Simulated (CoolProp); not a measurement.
A single-stage vapour-compression cycle with the fluid: evaporating at 204.15 K (dew point), condensing at 239.15 K (bubble point), superheat 10 K, subcooling 8 K, compressor efficiency 0.85, no pressure losses. The same conditions are run with several fluids, on thermodynamics alone (safety and materials aside).

Model: reference Helmholtz-energy equation of state of each fluid (C3F8 (R218): Lemmon 2006; R125: Lemmon 2005; R22: Kamei 1995; R143a: Lemmon and Jacobsen 2000; propane: Lemmon 2009; CH3F (R41): Lemmon 2006), in CoolProp.

| fluid | cooling COP | pressure ratio | discharge temperature (K) | refrigerating effect (kJ/kg) | volumetric capacity (kJ/m³) |
|---|---|---|---|---|---|
| C3F8 (R218) | 4.52 | 6.42 | 248.4 | 97.2 | 186 |
| R125 | 4.52 | 6.03 | 265.8 | 152 | 333 |
| R22 | 4.40 | 6.32 | 301.9 | 227 | 243 |
| R143a | 4.50 | 5.74 | 275.3 | 213 | 326 |
| propane | 4.53 | 5.52 | 278.5 | 406 | 263 |
| CH3F (R41) | 4.21 | 4.32 | 313.6 | 429 | 1420 |
